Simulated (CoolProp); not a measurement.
Model: reference Helmholtz-energy equation of state, Lemmon 2006, in CoolProp. It is a short technical equation, of lower accuracy than the large ones.

Give the vapour pressure (kPa), enthalpy of vaporisation (kJ/kg), liquid cp (kJ/(kg K)), surface tension (mN/m) of saturated toluene at 381.4, 404.7 K.


```csv
T (K),p (kPa),enthalpy of vaporisation (kJ/kg),liquid cp (kJ/(kg K)),surface tension (mN/m)
381.4,94.7,362,1.99,18.1
404.7,177,346,2.08,15.6
```

Surface tension comes from a separate correlation (Mulero 2012).
